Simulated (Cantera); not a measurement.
Input (Python, Cantera) and output of one run.

```python
import numpy as np
import cantera as ct

gas_names = """
    CL CL2 H HCL H2 Si SiCL SiCL2 SiCL3 SiCL4 SiH SiHCL3 SiH2 SiH2CL2 SiH3 SiH3CL SiH4 Si2 Si3
""".split()
cond_names = """
    Si(cr) Si(L)
""".split()


# ... load() reads the species with a 1 bar reference pressure and builds the phases ...
atoms = {
    'Si': {'Si': 1},
    'Cl2': {'CL': 2},
    'H2': {'H': 2},
}
top_T = {}  # K; cautious upper limits of use, not melting points


# ... equilibrate(T, P, feed) seeds the gas with the atoms and calls Mixture.equilibrate('TP', solver="gibbs", rtol=1e-10, max_steps=50000) ...
results = []
feed = {'Si': 1, 'Cl2': 1.3, 'H2': 8.7}  # mol
P = 10000  # Pa
for T in [1198, 1223, 1248, 1273, 1298, 1323, 1348, 1373, 1398, 1423, 1448, 1473, 1498, 1523]:
    mix = equilibrate(T, P, feed)
    results.append((T, P, feed, dict(zip(mix.species_names, mix.species_moles))))

top = {s: max(r[3][s] / sum(r[3][g] for g in gas_names) for r in results) for s in gas_names}
cols = sorted((s for s in top if top[s] > 1e-06), key=lambda s: -top[s])[:9]
seen = [c for c in cond_names if any(r[3].get(c, 0) > 1e-12 for r in results)]
print("log10 of partial pressures in bar; condensed amounts in mol")
print(f"{'T/K':>10s}" + "".join(f"{s[:9]:>10s}" for s in cols + seen))
for T, P, feed, n in results:
    ng = sum(n[g] for g in gas_names)
    print(f"{T:10.4g}" + "".join(f"{np.log10(max(n[s] / ng * P / 1e5, 1e-99)):10.3f}" for s in cols)
          + "".join(f"{n.get(c, 0):10.4g}" for c in seen))
```

It prints:

```
log10 of partial pressures in bar; condensed amounts in mol
       T/K        H2       HCL     SiCL2     SiCL4    SiHCL3     SiCL3   SiH2CL2         H    SiH3CL    Si(cr)
      1198    -1.058    -2.210    -2.990    -2.479    -2.897    -3.208    -4.199    -7.250    -6.064    0.4001
      1223    -1.061    -2.161    -2.875    -2.526    -2.937    -3.151    -4.223    -7.052    -6.068    0.4038
      1248    -1.065    -2.117    -2.770    -2.583    -2.984    -3.106    -4.251    -6.863    -6.076    0.4053
      1273    -1.068    -2.078    -2.676    -2.649    -3.038    -3.071    -4.285    -6.681    -6.086    0.4045
      1298    -1.072    -2.044    -2.592    -2.727    -3.100    -3.048    -4.324    -6.506    -6.099    0.4015
      1323    -1.075    -2.015    -2.519    -2.816    -3.170    -3.036    -4.369    -6.337    -6.116    0.3966
      1348    -1.078    -1.991    -2.456    -2.916    -3.249    -3.036    -4.419    -6.175    -6.135    0.3902
      1373    -1.081    -1.971    -2.403    -3.028    -3.337    -3.048    -4.475    -6.018    -6.157    0.3831
      1398    -1.083    -1.955    -2.359    -3.150    -3.431    -3.069    -4.535    -5.867    -6.181    0.3756
      1423    -1.085    -1.943    -2.323    -3.280    -3.531    -3.100    -4.600    -5.720    -6.207    0.3682
      1448    -1.087    -1.934    -2.294    -3.416    -3.636    -3.138    -4.667    -5.579    -6.235    0.3613
      1473    -1.088    -1.928    -2.270    -3.557    -3.744    -3.181    -4.736    -5.442    -6.263    0.3549
      1498    -1.089    -1.923    -2.251    -3.701    -3.854    -3.228    -4.807    -5.309    -6.292     0.349
      1523    -1.090    -1.920    -2.236    -3.845    -3.965    -3.278    -4.878    -5.181    -6.321    0.3438
```

Cantera equilibrium calculation (NASA polynomials, part measured and part estimated; ideal gas, pure solids and liquids). The tables' values for SiCl3 are old estimates; treat these amounts as uncertain.
